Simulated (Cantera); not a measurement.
A closed system holds: 1 mol Ta2O5, 0.8 mol CH4, 0.094 mol CO, equilibrated at 1.00 bar.

Cantera equilibrium calculation (NASA polynomials, part measured and part estimated; ideal gas, pure solids and liquids). Candidate condensed phases: C, C6H6, C7H8, C8H18, H2O, Ta, TaC, Ta2O5; 113 gas species. Mutual solubility and eutectic melting of coexisting phases are not modelled. TaC: taken at fixed stoichiometry. Condensed phases not in the tables: Ta2C. Rates play no part. All values below are at 1300 °C.

Base state: H2 0.704, CO 0.293, H2O 0.00296, CO2 0.000425, CH4 6.58e-5, H 3.41e-5 (mole fractions); condensed: TaC(s) + Ta2O5(s).

Task: What changes in the equilibrium state with this change: pressure from 1.00 bar to 6.50 bar?

Result: 
```tsv
species	before	after
H2	0.704	0.701
CO	0.293	0.292
H2O	0.00296	0.00503
CH4	6.58e-5	0.00161
H	3.41e-5	1.34e-5
CO2	0.000425	0.000723
TaC(s), mol	0.231	0.231
Ta2O5(s), mol	0.885	0.884
```
